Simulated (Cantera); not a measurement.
What does this Cantera script print?

```python
import numpy as np
import cantera as ct

gas_names = """
    H2 N2O N O3 H
""".split()
cond_names = """
    Cu2O(s) Cu2O(L) CuO2H2(s)
""".split()


# ... load() reads the species with a 1 bar reference pressure and builds the phases ...
species = {s.name: s for s in load("nasa_gas.yaml", gas_names) + load("nasa_condensed.yaml", cond_names)}
# Each term lists the table entries of one substance; the one whose range holds T is used.
reactions = {
    'Cu2O + 2 H2(g) + 3 N2O(g) = 2 Cu(OH)2 + 6 N(g)':
        [(-1, ['Cu2O(s)', 'Cu2O(L)']), (-2, ['H2']), (-3, ['N2O']), (2, ['CuO2H2(s)']), (6, ['N'])],
    '2 Cu(OH)2 = O3(g) + Cu2O + 4 H(g)':
        [(-2, ['CuO2H2(s)']), (1, ['O3']), (1, ['Cu2O(s)', 'Cu2O(L)']), (4, ['H'])],
}


def pick(names, T):
    return next(species[n] for n in names if species[n].thermo.min_temp <= T <= species[n].thermo.max_temp)


results = []
for label, terms in reactions.items():
    print(label)
    print("     T/K   dH/kJ  dS/(J/K)   dG/kJ   log10 K")
    for T in [300, 975, 1000, 1025, 1050, 1075, 1100, 1125, 1150, 1175, 1200]:
        used = [(nu, pick(names, T)) for nu, names in terms]
        dH = sum(nu * s.thermo.h(T) for nu, s in used) / 1e6
        dS = sum(nu * s.thermo.s(T) for nu, s in used) / 1e3
        dG = dH - T * dS / 1e3
        logK = -dG * 1e6 / (ct.gas_constant * T * np.log(10))
        results.append((label, T, dH, dS, dG, logK, [s.name for _, s in used]))
        print(f"{T:8g} {dH:8.1f} {dS:8.1f} {dG:8.1f} {logK:8.2f}")
```

Output:

```
Cu2O + 2 H2(g) + 3 N2O(g) = 2 Cu(OH)2 + 6 N(g)
     T/K   dH/kJ  dS/(J/K)   dG/kJ   log10 K
     300   1861.4    123.3   1824.4  -317.65
     975   1904.8    201.0   1708.8   -91.55
    1000   1906.2    202.4   1703.8   -89.00
    1025   1907.6    203.8   1698.7   -86.57
    1050   1909.0    205.2   1693.6   -84.25
    1075   1910.4    206.4   1688.5   -82.04
    1100   1911.7    207.7   1683.3   -79.93
    1125   1913.0    208.9   1678.1   -77.91
    1150   1914.3    210.0   1672.8   -75.98
    1175   1915.6    211.1   1667.6   -74.13
    1200   1916.8    212.1   1662.3   -72.36
2 Cu(OH)2 = O3(g) + Cu2O + 4 H(g)
     T/K   dH/kJ  dS/(J/K)   dG/kJ   log10 K
     300   1743.8    573.5   1571.8  -273.67
     975   1736.4    562.5   1188.0   -63.64
    1000   1735.9    562.0   1173.9   -61.32
    1025   1735.4    561.5   1159.9   -59.11
    1050   1734.9    561.1   1145.8   -57.00
    1075   1734.5    560.6   1131.8   -54.99
    1100   1734.0    560.2   1117.8   -53.08
    1125   1733.5    559.7   1103.8   -51.25
    1150   1733.0    559.3   1089.8   -49.50
    1175   1732.5    558.9   1075.8   -47.83
    1200   1732.1    558.5   1061.9   -46.22
```

Standard-state values (1 bar) from the NASA 1993 polynomials, evaluated with Cantera. Condensed species are held in their standard states even where they would react or evaporate.
